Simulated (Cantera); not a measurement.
Source: NASA polynomial tables (part measured, part estimated), evaluated in Cantera. Values are per mole of reaction as written; species without (g) are pure solids or liquids, kept so even where they would boil at 1 bar. The tables' values for C2F4 are old estimates.

Task: Between 300 and 1625 K, where is each reaction favourable under standard conditions?
- 2 C + 2 CuF2 ⇌ C2F4(g) + 2 Cu

Result: 
- 2 C + 2 CuF2 ⇌ C2F4(g) + 2 Cu: ΔG° is 359 kJ at 300 K and 190 kJ at 1625 K; it stays positive (K < 1). ΔH° is 274 kJ and ΔS° 52 J/K at 1625 K.
